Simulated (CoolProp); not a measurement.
Properties of hydrogen chloride along the isotherm 370.8 K (Tc = 324.7 K, pc = 8.314 MPa, ω = 0.130).

Computed with CoolProp (reference Helmholtz-energy equation of state, Thol 2018).

| p (MPa) | phase | cv (kJ/(kg K)) | speed of sound (m/s) | fugacity coefficient |
|---|---|---|---|---|
| 0.263 | gas | 0.5749 | 342.5 | 0.9922 |
| 0.468 | gas | 0.5778 | 341.5 | 0.9861 |
| 0.831 | gas | 0.5829 | 339.5 | 0.9754 |
| 1.48 | gas | 0.5926 | 336.1 | 0.9564 |
| 2.63 | gas | 0.6112 | 330.1 | 0.9235 |
| 4.68 | gas | 0.6495 | 319.7 | 0.8669 |
| 8.31 | gas | 0.7362 | 303.2 | 0.7725 |
| 14.8 | supercritical | 0.8983 | 291.0 | 0.6215 |
| 26.3 | supercritical | 0.8194 | 469.7 | 0.4512 |
| 46.8 | supercritical | 0.8066 | 670.7 | 0.3504 |
| 83.1 | supercritical | 0.8236 | 875.3 | 0.3219 |
